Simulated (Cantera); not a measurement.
Input: 1 mol SiC, 1.6 mol O2, 2.6 mol H2, equilibrated at 2.30 Pa.

Equilibrium computed with Cantera from the NASA thermochemical tables; the gas is ideal and each condensed phase is pure. Candidate condensed phases: C, C6H6, C7H8, C8H18, H2O, Si, SiC, SiO2; 123 gas species. The tables hold silica as quartz up to 1696 K and as liquid above; real silica turns to tridymite and cristobalite and melts near 1996 K. Kinetics and transport are ignored.

Task: What share of the Si ends up in condensed phases as a function of T (K), at 1048, 1198, 1348, 1498, 1648, 1798, 1948, 2098, 2248?

Result: 
| T (K) | Si condensed (%) | as |
|---|---|---|
| 1048 | 100.0 | SiO2(β-quartz) |
| 1198 | 100.0 | SiO2(β-quartz) |
| 1348 | 100.0 | SiO2(β-quartz) |
| 1498 | 99.7 | SiO2(β-quartz) |
| 1648 | 88.7 | SiO2(β-quartz) |
| 1798 | 21.2 | SiO2(condensed) |
| 1948 | 0.0 | - |
| 2098 | 0.0 | - |
| 2248 | 0.0 | - |
